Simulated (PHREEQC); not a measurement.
PHREEQC input (ion-association model, wateq4f.dat):

```
SOLUTION_SPECIES
  PO4-3 + 3H+ = H3PO4  # constants of phreeqc.dat
    -log_k 21.721
    -delta_h -10.1 kJ
SOLUTION 1
  temp 25
  units mmol/kgw
  pH 7 charge
  S(6) 38
  Na 46.5
  F 5.2
  Cl 3.3
SOLUTION 2
  temp 25
  units mmol/kgw
  pH 7 charge
  P 22
  K 44
END
SELECTED_OUTPUT 1
  -reset false
  -pH true
  -pe true
  -ionic_strength true
  -water true
  -totals Cl F K Na P S S(-2) S(6)
  -molalities H+ Cl- F- K+ Na+ PO4-3 SO4-2 HPO4-2 H2PO4- NaHPO4-
    KHPO4- NaSO4- KSO4- HSO4- H2S HS- S-2 O2 OH- HF
    HF2- H2F2 NaF H3PO4
  -equilibrium_phases Halite Mirabilite
PRINT
  -reset false
MIX 1
  1 1
  2 0
EQUILIBRIUM_PHASES 1
  Halite 0 0
  Mirabilite 0 0
  O2(g) -0.68 10
END
# ... the last block is repeated for the other 20 points of share of solution B
```

Selected output (columns that matter, 10 of 21 rows; share of solution B added in front):

```
share of solution B	pH	mu	Cl	F	K	Na	P	S	m_H+	m_Cl-	m_F-	m_K+	m_Na+	m_SO4-2
0	1.8271	0.083489	0.0033	0.0052	0	0.0465	0	0.038	0.017882	0.0033	0.00028159	0	0.044655	0.020951
0.1	1.9216	0.079038	0.00297	0.00468	0.0044	0.04185	0.0022	0.0342	0.014344	0.00297	0.00030988	0.004167	0.040211	0.020316
0.2	2.0375	0.074613	0.00264	0.00416	0.0088	0.0372	0.0044	0.0304	0.010954	0.00264	0.00035122	0.0083425	0.035771	0.019545
0.35	2.2769	0.068027	0.002145	0.00338	0.0154	0.030225	0.0077	0.0247	0.006284	0.002145	0.00046352	0.014639	0.029122	0.017982
0.45	2.52	0.063672	0.001815	0.00286	0.0198	0.025575	0.0099	0.0209	0.0035784	0.001815	0.00061979	0.018879	0.024696	0.016518
0.55	2.9439	0.05936	0.001485	0.00234	0.0242	0.020925	0.0121	0.0171	0.0013439	0.001485	0.00098586	0.023181	0.020272	0.014562
0.65	5.8082	0.056255	0.001155	0.00182	0.0286	0.016275	0.0143	0.0133	1.8318e-06	0.001155	0.001806	0.027572	0.015833	0.011876
0.8	7.0418	0.059727	0.00066	0.00104	0.0352	0.0093	0.0176	0.0076	1.073e-07	0.00066	0.0010364	0.034224	0.0090875	0.0067677
0.9	7.5432	0.062092	0.00033	0.00052	0.0396	0.00465	0.0198	0.0038	3.3882e-08	0.00033	0.00051912	0.038714	0.0045566	0.0033775
1	9.3273	0.064532	0	0	0.044	0	0.022	0	5.5809e-10	0	0	0.043251	0	0
```

H3PO4, which wateq4f.dat lacks, is added to it with the constant of phreeqc.dat.
